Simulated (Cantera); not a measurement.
Mixture: 10.6 % CH4, 13.2 % O2, 75.2 % N2, 1.04 % H2O, equivalence ratio 1.6, at 1.20 bar, adiabatic and at constant pressure. Ignition delay is the time to a rise of 400 K.

Cantera simulation using GRI-Mech 3.0 (53 species, 325 reactions); the numbers are that mechanism's predictions, not measurements.

Q: Predict: delay at 1098 K; delay at 1298 K; delay at 1498 K; delay at 1698 K; apparent activation energy between 1598 and 1798 K.

A: 
| Quantity | Result |
|---|---|
| delay at 1098 K | 0.349 s |
| delay at 1298 K | 20.7 ms |
| delay at 1498 K | 1.89 ms |
| delay at 1698 K | 0.285 ms |
| apparent activation energy between 1598 and 1798 K | 190 kJ/mol |
